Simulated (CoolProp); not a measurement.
C2F6 (R116) at 293.15 K and 1.9 MPa flows at 8.1 m/s in a round tube of 10 mm bore and 1.5 µm roughness, fully developed (64/Re and Nu = 3.66 if laminar; Colebrook and Gnielinski if turbulent). Each further row changes one setting.

The numbers come from the reference Helmholtz-energy equation of state, Lemmon 2006 in CoolProp. It is a short technical equation, of lower accuracy than the large ones.

| case | Reynolds number | Darcy friction factor | pressure drop (Pa/m) | heat-transfer coefficient (W/(m² K)) | mass flow (kg/h) |
|---|---|---|---|---|---|
| as stated | 788000 | [?] | [?] | [?] | 331 |
| velocity 16.2 m/s | 1580000 | [?] | [?] | 4080 | [?] |
| diameter 20 mm | 1580000 | 0.0126 | [?] | [?] | 1330 |

Some entries are withheld; supply them.


- as stated, Darcy friction factor: 0.0144
- as stated, pressure drop (Pa/m): 6820
- as stated, heat-transfer coefficient (W/(m² K)): 2140
- velocity 16.2 m/s, Darcy friction factor: 0.0137
- velocity 16.2 m/s, pressure drop (Pa/m): 26100
- velocity 16.2 m/s, mass flow (kg/h): 663
- diameter 20 mm, pressure drop (Pa/m): 2980
- diameter 20 mm, heat-transfer coefficient (W/(m² K)): 1860

Viscosity comes from a separate model (Huber 2003), an estimate that may be off by 10 % or more. Thermal conductivity comes from a separate model (Huber 2003), an estimate that may be off by 10 % or more.
